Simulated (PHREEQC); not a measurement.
# Metal-bearing waste water

Make-up at 75 °C: 98 mmol/kgw ZnSO4, 2.9 mmol/kgw CuCl2 and 0.16 mmol/kgw HCl. Closed to the air; pH follows from the charge balance.

Equilibrium calculation in PHREEQC: ion-association model, wateq4f.dat.

Each row changes one thing in this solution. This is a speciation only: nothing precipitates in the calculation.

```csv
case,pH,ionic strength (mol/kgw),SO4-2 (mol/kgw),Cl- (mol/kgw),Cu+2 (mol/kgw),CuSO4 (mol/kgw),SI of Tenorite (CuO),SI of Atacamite (Cu2(OH)3Cl)
as made,4.52,0.189,0.0366,0.00475,0.00161,0.00124,-0.30,-0.94
temperature from 75 to 60 °C,4.42,0.191,0.0363,0.00514,0.00163,0.00123,-0.89,-1.66
ZnSO4 replaced by H2SO4 at the same molality,1.07,0.120,0.00721,0.00586,0.00231,0.000489,-6.97,-10.73
ZnSO4 from 0.098 to 0.0196 mol/kgw,4.27,0.0512,0.0104,0.00537,0.00183,0.000974,-0.57,-1.12
HCl left out,4.90,0.189,0.0367,0.00463,0.00159,0.00123,+0.47,+0.20
0.07 mol/kgw Na2SO4 added,4.71,0.333,0.0749,0.00510,0.00142,0.00143,-0.05,-0.64
```

Some of these states are supersaturated (in Atacamite, Tenorite (slow to form), for instance). At this temperature some constants are extrapolated from 25 °C, and those without enthalpy data are left unchanged.
